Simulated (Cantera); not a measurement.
A closed system holds: 1 mol Pb, 7.9 mol H2, a varied amount of N2, held at 1173.15 K and 0.00570 bar.

Cantera equilibrium calculation (NASA polynomials, part measured and part estimated; ideal gas, pure solids and liquids). Candidate condensed phases: Pb; 11 gas species. The numbers say what is thermodynamically allowed, not how fast it happens.

Question: At 5.5 mol N2, list the 3 most abundant gas species with their mole fractions, and the condensed phases.

Answer: H2 0.549, N2 0.382, Pb 0.0694. Condensed: gas only.
